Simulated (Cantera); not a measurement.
An adiabatic, constant-pressure homogeneous reactor starts with CH3OH : O2 : N2 : CO2 = 2.6 : 2.08 : 13.8 : 0.73 (molar parts), at 1800 K and 44000 Pa.

Detailed kinetics in Cantera: GRI-Mech 3.0 (53 species, 325 reactions). GRI-Mech 3.0 was tuned for natural gas; its chemistry of methanol as a main component is partial and can be far from experiment.

Task: Predict: time of steepest temperature rise; temperature at 3.00 s; equilibrium temperature; x(O2) at 3.00 s; x(CO2) at 3.00 s; x(CO) at 3.00 s; x(N2O) at 3.00 s.

Result: 
| Item | Result |
|---|---|
| time of steepest temperature rise | 55.4 µs |
| temperature at 3.00 s | 2536 K |
| equilibrium temperature | 2536 K |
| x(O2) at 3.00 s | 0.000844 (gas-phase equilibrium 0.000844) |
| x(CO2) at 3.00 s | 0.0444 (gas-phase equilibrium 0.0444) |
| x(CO) at 3.00 s | 0.103 (gas-phase equilibrium 0.103) |
| x(N2O) at 3.00 s | 4.44e-8 (gas-phase equilibrium 4.44e-8) |
